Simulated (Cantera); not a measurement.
## Stirred combustor or abatement burner

A perfectly stirred reactor is fed with 9.76 % CH4, 1.76 % H2, 18.5 % O2, 69.7 % N2, 0.234 % H2O, at 4.93 atm; it is adiabatic with a 350 K inlet, and is followed from long to short residence time, starting on the burning branch (τ in s: 0.024, 0.0093, 0.0036, 0.0014, 0.00053, 0.0002, 7.8e-05, 3e-05, 1.2e-05, 4.5e-06).

Cantera simulation using GRI-Mech 3.0 (53 species, 325 reactions); the numbers are that mechanism's predictions, not measurements.

```csv
τ (s),T (K),x CH4,x H2,x O2,x HO2,x N2O,x NO
0.024,2252,1.33e-5,0.0130,0.000458,2.25e-7,6.81e-8,0.000373
0.0093,2244,2.26e-5,0.0132,0.000785,4.36e-7,8.99e-8,0.000385
0.0036,2230,3.77e-5,0.0137,0.00137,8.84e-7,1.19e-7,0.000389
0.0014,2209,6.43e-5,0.0144,0.00235,1.77e-6,1.53e-7,0.000375
0.00053,2177,0.000118,0.0155,0.00395,3.50e-6,1.85e-7,0.000333
0.00020,2131,0.000237,0.0170,0.00647,6.77e-6,2.07e-7,0.000265
7.8e-5,2070,0.000537,0.0188,0.0105,1.32e-5,2.14e-7,0.000181
3.0e-5,350,0.0976,0.0176,0.185,<1e-12,<1e-12,<1e-12
1.2e-5,350,0.0976,0.0176,0.185,<1e-12,<1e-12,<1e-12
4.5e-6,350,0.0976,0.0176,0.185,<1e-12,<1e-12,<1e-12
```
x: mole fraction; the columns are a selection and need not sum to one.
